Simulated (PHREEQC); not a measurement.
0.51 g of hydrous ferric oxide (600 m²/g; 0.2 weak and 0.005 strong sites per Fe, Dzombak-Morel constants, diffuse double layer) in 1 kg of water with 0.3 mol/kgw of an inert sodium salt and 6.5e-06 mol/kgw ZnCl2 and 6.4e-06 mol/kgw ZnSO4, at 25 °C; the pH is set by adding NaOH or the inert anion's acid. O2 is buffered at 0.21 atm. The system is closed to CO2. No solid was allowed to form.

Base run: PHREEQC, ion-association model, wateq4f.dat. Each further column changes one thing. The table gives S sorbed (%).

| pH | base | no electrostatic term (-no_edl) | background salt from 0.3 to 0.03 mol/kgw | oxide from 0.51 to 2.5 g/kgw | 0.001 mol/kgw Na2HAsO4 added |
|---|---|---|---|---|---|
| 4 | 90.4 | 0.1 | 99.9 | 97.9 | 0.1 |
| 4.5 | 87.6 | 0.1 | 99.8 | 97.3 | 0.1 |
| 5 | 80.3 | 0.1 | (withheld) | 95.3 | 0.0 |
| 5.5 | 64.0 | 0.1 | 97.5 | (withheld) | 0.0 |
| 6 | 38.0 | 0.1 | 89.6 | 75.0 | 0.0 |
| 6.5 | 14.8 | 0.1 | 62.1 | 45.4 | 0.0 |
| 7 | 4.0 | 0.1 | 21.1 | 16.4 | 0.0 |
| 7.5 | 0.9 | 0.1 | 3.6 | 3.9 | 0.0 |
| 8 | 0.2 | 0.1 | (withheld) | 0.8 | 0.0 |
| 8.5 | 0.0 | 0.1 | 0.1 | 0.1 | 0.0 |
| 9 | 0.0 | 0.1 | 0.0 | 0.0 | 0.0 |
| 9.5 | 0.0 | 0.0 | 0.0 | 0.0 | 0.0 |
| 10 | 0.0 | 0.0 | 0.0 | 0.0 | 0.0 |

Q: Fill in the missing entries.

A: 
- 5, background salt from 0.3 to 0.03 mol/kgw: 99.3
- 5.5, oxide from 0.51 to 2.5 g/kgw: 89.9
- 8, background salt from 0.3 to 0.03 mol/kgw: 0.5

 The database has no arsenate complexes of Zn.
